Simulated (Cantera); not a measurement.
A freely propagating, adiabatic, planar premixed flame of 36.7 % H₂, 10.2 % O₂, 48.0 % N₂, 5.13 % H₂O, unburnt at 350 K and 1.00 bar; mixture-averaged transport, grid criteria slope 0.08 and curve 0.16, no radiation.

Model: the H2/O2 subset of GRI-Mech 3.0, which has no nitrogen chemistry, integrated in Cantera. Burning velocities carry a grid error of a few per cent, more on coarse grids.

Problem. Predict: laminar burning velocity; thermal thickness; peak x(H); peak x(HO₂); peak x(H₂O₂).

Solution. 
- laminar burning velocity = 272 cm/s
- thermal thickness = 0.332 mm
- peak x(H) = 0.0484
- peak x(HO₂) = 0.000459
- peak x(H₂O₂) = 8.20e-5
